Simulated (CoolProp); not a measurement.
Vapour pressure (kPa) of tetrahydrofuran: the reference equation beside estimates from Tc = 267.0 °C, pc = 5304 kPa, ω = 0.234. Clausius-Clapeyron is anchored at 22.35 °C with a constant enthalpy of vaporisation of 32.27 kJ/mol.

The numbers come from the reference Helmholtz-energy equation of state, Fiedler 2023 in CoolProp.

| T (°C) | reference | Clausius-Clapeyron | Soave-Redlich-Kwong |
|---|---|---|---|
| 22.35 | 19.23 | 19.23 | 18.54 |
| 35.15 | 33.20 | 33.18 | 32.17 |
| 47.85 | 54.24 | ___ | 52.85 |
| 60.65 | 85.13 | 86.82 | 83.41 |
| 73.45 | 128.5 | 133.4 | 126.7 |
| 86.15 | 187.0 | 198.2 | 185.4 |
| 98.95 | 265.0 | 287.3 | 264.2 |
| 111.75 | 365.8 | 406.5 | 366.6 |
| 124.55 | 493.4 | 562.3 | 497.0 |
| 137.25 | ___ | 760.6 | 658.4 |
| 150.05 | 844.0 | 1013 | ___ |
| 162.85 | 1078 | 1325 | 1100 |
| 175.55 | 1354 | 1705 | 1387 |

Task: What belongs in the gaps?

Result: 
- 47.85, Clausius-Clapeyron: 54.60
- 137.25, reference: 650.5
- 150.05, Soave-Redlich-Kwong: 858.2

Absolute difference from the reference over all 13 rows, mean and median: Clausius-Clapeyron 10.1 and 8.4 %, Soave-Redlich-Kwong 1.7 and 1.7 %.
